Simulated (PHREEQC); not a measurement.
A column of 0.5 m (40 cells, dispersivity 0.018 m, 720 s a shift, diffusion coefficient 3e-10 m²/s) holds 0.092 eq of the database's cation exchanger X per kg of pore water, first in equilibrium with 12 mmol/kgw KCl, 15 mmol/kgw NH4Cl and 0.01 mmol/kgw HCl. It is flushed with 0.0016 mol MgSO4, 0.011 mol NH4Cl, 0.022 mol KCl and 1e-05 mol HCl per kg of water, at 25 °C. Values are for the last cell. The system is closed to CO2. Precipitation was switched off in this run.

The series has 33 steps of pore volumes, from 0 to 8.012.

Model: ion-association model, phreeqc.dat, run in PHREEQC.

Problem. After how many pore volumes does S at the outlet first reach half of its feed value?

Solution. By 1.0 pore volumes.

Problem. After how many pore volumes does Mg at the outlet first reach half of its feed value?

Solution. By 6.0 pore volumes.
